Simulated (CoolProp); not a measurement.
Carbon dioxide along the isobar 2.93 MPa: fugacity coefficient from the reference equation and from simpler models built on Tc = 304.1 K, pc = 7.377 MPa, ω = 0.224; each cubic takes its own stable root.

Computed with CoolProp (reference Helmholtz-energy equation of state, Span 1996).

```tsv
T (K)	phase	reference
270.4	gas	0.8011
306	gas	0.8692
341.5	gas	0.9096
377.1	gas	0.9359
412.7	gas	0.9538
448.3	gas	0.9665
483.9	gas	0.9756
519.5	gas	0.9825
555	gas	0.9876
590.6	gas	0.9916
```

Q: How far does each simpler model (Redlich-Kwong, Peng-Robinson) lie from the reference over these 10 states: mean and median of the absolute difference, and the worst?

A: 
- Redlich-Kwong: mean 0.7 %, median 0.6 %, worst +1.6 % at 270.4 K and 2.93 MPa
- Peng-Robinson: mean 0.6 %, median 0.5 %, worst -1.3 % at 306 K and 2.93 MPa
